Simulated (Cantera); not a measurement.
Charge: 1 mol SiH2Cl2, 15 mol N2, equilibrated at 24.0 Pa.

Equilibrium computed with Cantera from the NASA thermochemical tables; the gas is ideal and each condensed phase is pure. Candidate condensed phases: NH4Cl, Si, Si3N4; 28 gas species. N2 is the only nitrogen source here; it is nearly inert below about 1500 K, so the nitride shown seldom forms there in practice. The tables' values for SiCl3 are old estimates; treat these amounts as uncertain. The numbers say what is thermodynamically allowed, not how fast it happens. All values below are at 1325 K.

Base state: N2 0.880, HCl 0.0761, H2 0.0224, SiCl2 0.0193, SiCl3 0.00136, SiCl4 0.000523, Cl 4.50e-5, H 1.58e-5 (mole fractions); condensed: Si3N4(s).

Task: What changes in the equilibrium state with this change: pressure from 24.0 Pa to 6.60 mbar?

Result: 
```
species          before    after
-------------  --------  -------
N2                0.880    0.884
HCl              0.0761   0.0885
H2               0.0224   0.0169
SiCl2            0.0193  0.00380
SiCl4          0.000523  0.00509
SiHCl3          7.88e-6  4.97e-5
H               1.58e-5  2.61e-6
Cl              4.50e-5  1.15e-5
SiCl3           0.00136  0.00189
Si3N4(s), mol     0.217    0.274
```
